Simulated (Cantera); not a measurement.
An adiabatic, constant-volume homogeneous reactor starts with C3H8 : O2 : N2 = 1 : 6.25 : 23.5 (molar parts), equivalence ratio 0.80, at 1475 K and 10.0 bar.

Computed with Cantera and GRI-Mech 3.0 (53 species, 325 reactions). GRI-Mech 3.0 was tuned for natural gas; its chemistry of propane as a main component is partial and can be far from experiment. Above 3000 K some thermodynamic fits are extrapolated.

One state of this run: T (K) = 3018; P (bar) = 21.7; x C3H8 = <1e-12; x O2 = 0.0381; x OH = 0.0173; x C2H4 = <1e-12; x NO = 0.0198; x CH2O = 1.29e-9. x: mole fraction; the columns are a selection and need not sum to one.

Which value of t (s) does it belong to?
(A) 2.00e-6
(B) 0.0138
(C) 1.43e-5
(D) 3.81e-5

B, 0.0138
